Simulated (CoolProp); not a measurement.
The fluid at 298.15 K and 0.028 MPa (gas) is heated at constant pressure to 448.3 K. The same conditions are run with several fluids, on thermodynamics alone (safety and materials aside).

The numbers come from the reference Helmholtz-energy equation of state of each fluid (cyclopentane: Gedanitz 2015; R404A: Lemmon 2003; trans-2-butene: Lemmon 2005; R245ca: Zhou 2016) in CoolProp. Blends and air are pseudo-pure fits.

Rank cyclopentane, R404A, trans-2-butene, R245ca by heat (kJ/kg), highest first.

trans-2-butene (277), cyclopentane (235), R245ca (156), R404A (149)

| fluid | final density (kg/m³) |
|---|---|
| cyclopentane | 0.529 |
| R404A | 0.734 |
| trans-2-butene | 0.422 |
| R245ca | 1.01 |
